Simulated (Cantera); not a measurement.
## Thermodynamics of hydrogen reduction and annealing atmospheres, feed FeS + H2

Input: 1 mol FeS, 17 mol H2, equilibrated at 10000 Pa.

Method: chemical equilibrium by Gibbs-energy minimisation in Cantera with the NASA 1993 tables (ideal gas, pure condensed phases). Candidate condensed phases: Fe, FeS, FeS2, S; 8 gas species. Mutual solubility and eutectic melting of coexisting phases are not modelled. FeS: taken at fixed stoichiometry. The numbers say what is thermodynamically allowed, not how fast it happens.

```
T (K)   x H2     x H2S      x SH       x H      x S2       x S      x Fe  n Fe(α)  n FeS(s)  n Fe(γ)
-----  -----  --------  --------  --------  --------  --------  --------  -------  --------  -------
848    1.000  0.000269  1.49e-10  6.02e-11    <1e-12    <1e-12    <1e-12  0.00457     0.995        0
898    1.000  0.000450  9.10e-10  3.46e-10  9.48e-12    <1e-12    <1e-12  0.00766     0.992        0
948    0.999  0.000714   4.61e-9   1.66e-9  8.46e-11    <1e-12    <1e-12   0.0121     0.988        0
998    0.999   0.00108   1.99e-8   6.80e-9  6.09e-10    <1e-12    <1e-12   0.0184     0.982        0
1048   0.998   0.00158   7.48e-8   2.44e-8   3.66e-9  4.35e-12  1.40e-12   0.0269     0.973        0
1098   0.998   0.00225   2.51e-7   7.81e-8   1.90e-8  3.07e-11  1.16e-11   0.0382     0.962        0
1148   0.997   0.00310   7.61e-7   2.26e-7   8.57e-8  1.83e-10  7.98e-11   0.0527     0.947        0
1198   0.996   0.00416   2.10e-6   6.00e-7   3.41e-7  9.39e-10  4.64e-10        0     0.929   0.0708
1248   0.995   0.00546   5.35e-6   1.47e-6   1.21e-6   4.24e-9   2.33e-9        0     0.907   0.0929
```
x: gas mole fraction; n: condensed amount in mol.

From 848 K to 1148 K the condensed part is Fe(α) + FeS(s). From 1198 K to 1248 K the condensed part is Fe(γ) + FeS(s).
